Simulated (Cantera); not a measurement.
A Cantera script and its output.

```python
import numpy as np
import cantera as ct

gas = ct.Solution("h2o2.yaml")
gas.TPX = 450, 13332, {'H2': 1, 'O2': 0.417, 'N2': 1.57}
flame = ct.FreeFlame(gas, width=0.16)
flame.set_refine_criteria(ratio=3, slope=0.08, curve=0.16)
flame.transport_model = "mixture-averaged"
flame.solve(loglevel=0, auto=True)
z, T = flame.grid, flame.T
thick = (T[-1] - T[0]) / np.gradient(T, z).max()
show = ['H2', 'O2', 'H2O', 'HO2', 'H2O2', 'O']
print(f"laminar burning velocity  {flame.velocity[0] * 100:.3f} cm/s")
print(f"burnt temperature         {T[-1]:.1f} K")
print(f"thermal thickness         {thick * 1e3:.4f} mm")
print(f"grid points               {len(z)}")
z0 = z[flame.heat_release_rate.argmax()]
print(f"{'z/mm':>9s}{'T/K':>9s}{'u/(m/s)':>9s}" + "".join(f"{s:>11s}" for s in show))
rows = []
for k in (-3, -2, -1.5, -1, -0.5, -0.25, 0, 0.25, 0.5, 1, 2, 4, 8):
    zz = z0 + k * thick
    rows.append([k * thick, np.interp(zz, z, T), np.interp(zz, z, flame.velocity),
                 *(np.interp(zz, z, flame.X[gas.species_index(s)]) for s in show)])
    print(f"{rows[-1][0] * 1e3:9.3f}{rows[-1][1]:9.1f}{rows[-1][2]:9.3f}" + "".join(f"{x:11.3e}" for x in rows[-1][3:]))
```

Result:

```
laminar burning velocity  401.115 cm/s
burnt temperature         2386.4 K
thermal thickness         5.8794 mm
grid points               138
     z/mm      T/K  u/(m/s)         H2         O2        H2O        HO2       H2O2          O
  -17.638    450.0    4.011  3.348e-01  1.396e-01  6.295e-17  2.388e-16 -1.189e-16  1.235e-18
  -11.759    450.0    4.011  3.348e-01  1.396e-01  5.769e-14  9.475e-13  1.186e-16  3.213e-15
   -8.819    450.0    4.011  3.348e-01  1.396e-01  2.103e-12  3.938e-11  1.035e-14  1.213e-13
   -5.879    450.0    4.011  3.348e-01  1.396e-01  9.249e-10  1.491e-08  7.630e-12  4.571e-11
   -2.940    454.1    4.043  3.338e-01  1.397e-01  1.484e-04  6.305e-05  1.172e-06  2.138e-06
   -1.470    622.6    5.460  3.089e-01  1.356e-01  1.326e-02  4.960e-05  6.078e-06  1.296e-04
    0.000   1073.5    9.103  1.709e-01  8.874e-02  1.148e-01  1.530e-05  5.463e-07  6.091e-03
    1.470   1358.0   11.379  7.074e-02  2.743e-02  2.255e-01  4.295e-06  6.902e-07  1.130e-02
    2.940   1474.4   12.269  6.504e-02  2.002e-02  2.395e-01  2.756e-06  5.761e-07  1.132e-02
    5.879   1606.0   13.244  6.855e-02  1.743e-02  2.457e-01  2.053e-06  3.771e-07  1.064e-02
   11.759   1754.1   14.308  7.147e-02  1.468e-02  2.538e-01  1.485e-06  2.035e-07  9.262e-03
   23.518   1909.7   15.391  7.271e-02  1.165e-02  2.640e-01  1.041e-06  1.047e-07  7.339e-03
   47.035   2060.0   16.403  7.216e-02  8.587e-03  2.757e-01  7.322e-07  5.795e-08  5.233e-03
```

Model: the H2/O2 subset of GRI-Mech 3.0, which has no nitrogen chemistry, integrated in Cantera. Burning velocities carry a grid error of a few per cent, more on coarse grids.
